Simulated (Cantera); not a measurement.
Diamond growth

A diamond (100) surface in a fixed gas of H2 with x(CH4) = 0.028, x(H) = 0.011, at 1100 K, 0.140 bar; coverages are run to steady state.

Detailed kinetics in Cantera: the Harris–Goodwin 1993 mechanism for the reconstructed diamond (100) surface.

| x(CH3) | growth (µm/h) | θ c6HH | θ c6H* | θ c6*H | θ c6** | θ c6HM |
|---|---|---|---|---|---|---|
| 1e-06 | 0.105 | 0.512 | 0.0282 | 0.442 | 0.0184 | 3.16e-5 |
| 2.6e-06 | 0.274 | 0.512 | 0.0282 | 0.442 | 0.0184 | 8.23e-5 |
| 6.6e-06 | 0.694 | 0.512 | 0.0282 | 0.442 | 0.0184 | 0.000209 |
| 1.7e-05 | 1.79 | 0.511 | 0.0282 | 0.441 | 0.0184 | 0.000537 |
| 4.3e-05 | 4.51 | 0.511 | 0.0282 | 0.441 | 0.0184 | 0.00136 |
| 0.00011 | 11.5 | 0.509 | 0.0281 | 0.439 | 0.0183 | 0.00346 |
| 0.00028 | 29.0 | 0.505 | 0.0278 | 0.436 | 0.0181 | 0.00872 |
| 0.00073 | 73.7 | 0.495 | 0.0272 | 0.426 | 0.0175 | 0.0222 |
| 0.0019 | 180 | 0.471 | 0.0258 | 0.404 | 0.0162 | 0.0542 |
θ: site fractions in the mechanism's names (c6HH fully hydrogenated, c6H* and c6*H radical sites, c6** diradical, c6HM methylated).
